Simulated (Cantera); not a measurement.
Feed: 1 mol FeS₂, a varied amount of H₂, equilibrated at 1100 °C and 1330 Pa.

These are equilibrium values from Cantera (NASA tables, ideal gas, pure condensed phases), not measurements of a reactor. Candidate condensed phases: Fe, FeS, FeS₂, S; 8 gas species. Metal and sulfide melt together well below either melting point, which pure phases cannot show. Mutual solubility and eutectic melting of coexisting phases are not modelled. FeS: taken at fixed stoichiometry. Equilibrium is a limit: real reactors are often held back by kinetics, nucleation or transport.

### Question
Which condensed phases are stable at each of these points (n(H₂) (mol)): 0.35, 0.73, 1.5, 3.1, 6.4, 13, 27, 57, 120, 240, 500, 1000?

### Answer
```csv
n(H₂) (mol),condensed phases,Fe condensed (%)
0.35,FeS(s),100.0
0.73,FeS(s),100.0
1.5,FeS(s),100.0
3.1,FeS(s),100.0
6.4,FeS(s),100.0
13,FeS(s),100.0
27,FeS(s),100.0
57,FeS(s),100.0
120,Fe(γ) + FeS(s),100.0
240,Fe(γ),100.0
500,Fe(γ),100.0
1000,Fe(γ),99.9
```

From 0.35 mol H₂ to 57 mol H₂ the condensed part is FeS(s). At 120 mol H₂ the condensed part is Fe(γ) + FeS(s). From 240 mol H₂ to 1000 mol H₂ the condensed part is Fe(γ).
